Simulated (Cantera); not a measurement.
Charge: 1 mol Si₃N₄, 0.044 mol CO₂, 1 mol H₂, held at 1875 °C and 61.0 Pa.

Method: chemical equilibrium by Gibbs-energy minimisation in Cantera with the NASA 1993 tables (ideal gas, pure condensed phases). Candidate condensed phases: C, C₆H₆, C₇H₈, C₈H₁₈, H₂O, Si, SiC, SiO₂, Si₂N₂O, Si₃N₄; 151 gas species. The tables' values for SiN are old estimates; treat these amounts as uncertain. Gases not in the tables: Si₂H₆ and higher silanes. Kinetics and transport are ignored.

Base state: N₂ 0.382, Si 0.361, H₂ 0.157, H 0.0669, SiO 0.0141, Si₂C 0.00540, Si₂ 0.00520, CO 0.00280 (mole fractions); condensed: Si(l).

What changes in the equilibrium state with this change: H₂ from 1 to 23 mol?


```tsv
species	before	after
H₂	0.157	0.693
H	0.0669	0.140
Si	0.361	0.0952
N₂	0.382	0.0663
SiO	0.0141	0.00187
Si₃	0.00104	1.92e-5
Si₂N	0.00119	3.46e-5
Si(l), mol	0.893	0
```

What changes in the equilibrium state with this change: temperature from 1875 °C to 1675 °C?


```
species       before     after
-----------  -------  --------
N₂             0.382     0.613
H₂             0.157     0.294
Si             0.361    0.0382
H             0.0669    0.0248
SiO           0.0141    0.0217
Si₂          0.00520  0.000348
Si₃          0.00104   7.65e-5
SiC₂         2.21e-5   2.50e-6
Si₂C         0.00540  0.000835
Si(l), mol     0.893      2.77
SiC(s), mol        0    0.0231
```
Mutual solubility and eutectic melting of coexisting phases are not modelled.

What changes in the equilibrium state with this change: pressure from 61.0 Pa to 0.820 Pa?


```tsv
species	before	after
Si	0.361	0.431
N₂	0.382	0.292
H	0.0669	0.238
H₂	0.157	0.0267
SiO	0.0141	0.00643
Si₃	0.00104	3.20e-7
Si₂C	0.00540	8.30e-6
Si(l), mol	0.893	0
```
